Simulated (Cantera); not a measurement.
A perfectly stirred reactor is fed with H₂ : O₂ : N₂ = 0.72 : 1 : 12 (molar parts), at 120 Torr; it is held at 1375 K, and followed from long to short residence time.

Computed with Cantera and GRI-Mech 3.0 (53 species, 325 reactions). The temperature is held fixed by assumption; the heat of reaction is taken as removed at once.

Task: What does this change do: pressure from 120 Torr to 1.00 bar?

Result: 
```tsv
quantity	before	after
x(H₂) at τ = 7.50 s	3.32e-5	6.27e-6
x(O₂) at τ = 7.50 s	0.0478	0.0479
x(O) at τ = 7.50 s	4.86e-5	4.00e-6
x(N₂O) at τ = 7.50 s	1.88e-7	4.66e-7
x(H₂O) at τ = 7.50 s	0.0537	0.0539
x(H₂) at τ = 54.0 ms	0.000817	0.000163
x(O₂) at τ = 54.0 ms	0.0475	0.0478
x(O) at τ = 54.0 ms	0.00126	0.000110
x(N₂O) at τ = 54.0 ms	6.47e-8	8.21e-7
x(H₂O) at τ = 54.0 ms	0.0520	0.0535
```

Task: What does this change do: temperature 1375 to 950 K?

Result: 
```tsv
quantity	before	after
x(H₂) at τ = 7.50 s	3.32e-5	0.000209
x(O₂) at τ = 7.50 s	0.0478	0.0480
x(O) at τ = 7.50 s	4.86e-5	1.02e-5
x(N₂O) at τ = 7.50 s	1.88e-7	9.41e-8
x(H₂O) at τ = 7.50 s	0.0537	0.0537
x(H₂) at τ = 54.0 ms	0.000817	0.00307
x(O₂) at τ = 54.0 ms	0.0475	0.0493
x(O) at τ = 54.0 ms	0.00126	0.000203
x(N₂O) at τ = 54.0 ms	6.47e-8	1.89e-8
x(H₂O) at τ = 54.0 ms	0.0520	0.0505
```

Task: What does this change do: pressure from 120 Torr to 143 Torr?

Result: 
| quantity | before | after |
|---|---|---|
| x(H₂) at τ = 7.50 s | 3.32e-5 | 2.74e-5 |
| x(O₂) at τ = 7.50 s | 0.0478 | 0.0478 |
| x(O) at τ = 7.50 s | 4.86e-5 | 3.85e-5 |
| x(N₂O) at τ = 7.50 s | 1.88e-7 | 2.24e-7 |
| x(H₂O) at τ = 7.50 s | 0.0537 | 0.0538 |
| x(H₂) at τ = 54.0 ms | 0.000817 | 0.000683 |
| x(O₂) at τ = 54.0 ms | 0.0475 | 0.0476 |
| x(O) at τ = 54.0 ms | 0.00126 | 0.00101 |
| x(N₂O) at τ = 54.0 ms | 6.47e-8 | 8.39e-8 |
| x(H₂O) at τ = 54.0 ms | 0.0520 | 0.0523 |
